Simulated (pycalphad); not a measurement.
Computed with pycalphad from the COST 507 light-alloy database (1999), at 1 atm. No gas phase is included, though pure Al would boil below 2850 K. The data set is of 1999 and partly superseded. Not assessed as a whole: an extrapolation from subsystems, which can miss ternary compounds. Kinetics are ignored, which matters at the lower temperatures.

## Ti-0.3Al-1.26C (at.%): equilibrium cooling sequence

```
T (K)               phases above              phases below
------  ------------------------  ------------------------
1936.8                    LIQUID           BCC_A2 + LIQUID
1935.4           BCC_A2 + LIQUID                    BCC_A2
1539.7                    BCC_A2           BCC_A2 + FCC_A1
1188.7           BCC_A2 + FCC_A1  BCC_A2 + FCC_A1 + HCP_A3
1188.6  BCC_A2 + FCC_A1 + HCP_A3           BCC_A2 + HCP_A3
1185.2           BCC_A2 + HCP_A3                    HCP_A3
1152.4                    HCP_A3           FCC_A1 + HCP_A3
```

Changes were sought between steps of 40 K, so a narrower field can be missed.

FCC_A1 is fcc; BCC_A2 is bcc; HCP_A3 is hcp. The fcc model also describes the rock-salt carbide or nitride (TiC, TiN, HfC).
